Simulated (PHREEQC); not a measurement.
1 kg of water holding 0.079 mol K2SO4, 0.059 mol K2CO3, 0.3 mol KCl and 0.53 mol KHCO3 is evaporated at 25 °C; the solids stay in contact with the brine. CO2 from the air is kept out. Solids allowed: Arcanite, Kalicinite, Misenite, Sylvite. Others were left out.

The series has 24 steps of water left (kg), from 1 to 0.01097.

Computed with PHREEQC (Pitzer model, pitzer.dat).

Problem. Which solids form, in which order, and at which step of the series does each first stand?

Solution. Arcanite from water left = 0.3082 kg (pH 8.56); Kalicinite from water left = 0.1711 kg (pH 8.68); Sylvite from water left = 0.07806 kg (pH 9.29).
